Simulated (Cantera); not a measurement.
Feed: 1 mol AlCl₃, 1.3 mol N₂O, 1.2 mol N₂, at 1575 K and 13300 Pa.

These are equilibrium values from Cantera (NASA tables, ideal gas, pure condensed phases), not measurements of a reactor. Candidate condensed phases: Al, AlCl₃, AlN, Al₂O₃; 24 gas species. Equilibrium is a limit: real reactors are often held back by kinetics, nucleation or transport.

Base state: N₂ 0.595, Cl₂ 0.243, Cl 0.128, AlCl₃ 0.0333, O₂ 0.00112, NO 0.000110, ClO 3.51e-5 (mole fractions); condensed: Al₂O₃(s).

### Question
What changes in the equilibrium state with this change: N₂ from 1.2 to 45 mol?

### Answer
```json
[
 {"species": "N₂", "before": "0.595", "after": "0.956"},
 {"species": "Cl", "before": "0.128", "after": "0.0287"},
 {"species": "Cl₂", "before": "0.243", "after": "0.0123"},
 {"species": "AlCl₃", "before": "0.0333", "after": "0.00288"},
 {"species": "ClO", "before": "3.51e-5", "after": "2.04e-6"},
 {"species": "O₂", "before": "0.00112", "after": "7.54e-5"},
 {"species": "NO", "before": "0.000110", "after": "3.62e-5"},
 {"species": "Al₂O₃(s), mol", "before": "0.430", "after": "0.430"}
]
```

### Question
What changes in the equilibrium state with this change: N₂O from 1.3 to 2.2 mol?

### Answer
```csv
species,before,after
N₂,0.595,0.609
Cl₂,0.243,0.208
Cl,0.128,0.118
O₂,0.00112,0.0631
AlCl₃,0.0333,0.00128
NO,0.000110,0.000836
ClO,3.51e-5,0.000243
"Al₂O₃(s), mol",0.430,0.496
```
